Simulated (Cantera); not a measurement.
Cantera run:

```python
import numpy as np
import cantera as ct

gas_names = """
    B BH BH2 BH3 BN B2 H H2 N NH NH2 NH3 N2 N2H2 N2H4
""".split()
cond_names = """
    B(b) B(L) BN(s)
""".split()


# ... load() reads the species with a 1 bar reference pressure and builds the phases ...
atoms = {
    'B': {'B': 1},
    'NH3': {'N': 1, 'H': 3},
    'H2': {'H': 2},
}
top_T = {'BN(s)': 3200}  # K; cautious upper limits of use, not melting points


# ... equilibrate(T, P, feed) seeds the gas with the atoms and calls Mixture.equilibrate('TP', solver="vcs", rtol=1e-11, max_steps=5000) ...
results = []
feed = {'B': 1, 'NH3': 5, 'H2': 150}  # mol
T = 1823  # K
P = 1333.22  # Pa
mix = equilibrate(T, P, feed)
results.append((T, P, feed, dict(zip(mix.species_names, mix.species_moles))))
x = sorted(zip(gas.X, gas.species_names), reverse=True)
print(f"T = {T:g} K  P = {P:g} Pa  gas = {mix.phase_moles(0):.4g} mol")
print("   x: " + "  ".join(f"{s} {v:.3e}" for v, s in x if v > 1e-06))
print("   condensed (mol): " + ("  ".join(f"{mix.phase(i).name} {mix.phase_moles(i):.4g}"
      for i in range(1, mix.n_phases) if mix.phase_moles(i) > 1e-12) or "none"))
```

It prints:

```
T = 1823 K  P = 1333.22 Pa  gas = 159.8 mol
   x: H2 9.837e-01  N2 1.253e-02  H 3.722e-03  BH2 2.962e-05
   condensed (mol): BN(s) 0.9952
```

Equilibrium computed with Cantera from the NASA thermochemical tables; the gas is ideal and each condensed phase is pure. The tables' values for BH2 are old estimates; treat these amounts as uncertain.
